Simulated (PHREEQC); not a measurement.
**Metal-bearing waste water with brine**

Solution A (0.026 mol FeCl3, 0.00023 mol CuCl2, 0.075 mol H2SO4 and 0.00011 mol Na2SO4 per kg of water) is mixed with solution B (0.00099 mol Na2SO4, 0.0092 mol KCl and 5.1e-05 mol KBr per kg of water) at 25 °C; shares are by mass of water, 1 kg in all. Oxygen alone is held at its pressure in air (log pO2 = -0.68). The system is closed to CO2. The run lets Fe(OH)3(a), Tenorite, Brochantite, Antlerite, Atacamite, Jarosite-K, Jarosite-Na, Halite, Mirabilite, Chalcanthite precipitate or redissolve, and no other solid.

The numbers come from PHREEQC with the ion-association model, wateq4f.dat.

```tsv
share of solution B	pH	Jarosite-K (mol)	Fe in solution (mol/kgw)	K in solution (mol/kgw)
0	1.08	0	0.0260	0
0.05	1.10	0	0.0247	0.000463
0.1	1.12	0	0.0234	0.000925
0.15	1.14	0	0.0221	0.00139
0.2	1.16	0	0.0208	0.00185
0.25	1.19	0	0.0195	0.00231
0.3	1.21	0	0.0182	0.00278
0.35	1.24	0	0.0169	0.00324
0.4	1.27	0	0.0156	0.00370
0.45	1.30	0	0.0143	0.00416
0.5	1.34	0	0.0130	0.00463
0.55	1.38	0	0.0117	0.00509
0.6	1.42	0	0.0104	0.00555
0.65	1.48	0	0.00910	0.00601
0.7	1.53	0	0.00780	0.00648
0.75	1.60	0	0.00650	0.00694
0.8	1.68	0.000100	0.00490	0.00730
0.85	1.77	0.000288	0.00304	0.00758
0.9	1.90	0.000365	0.00151	0.00796
0.95	2.14	0.000289	0.000434	0.00850
1	7.01	0	0	0.00925
```

Jarosite-K from share of solution B = 0.8 (pH 1.68), last present at share of solution B = 0.95.
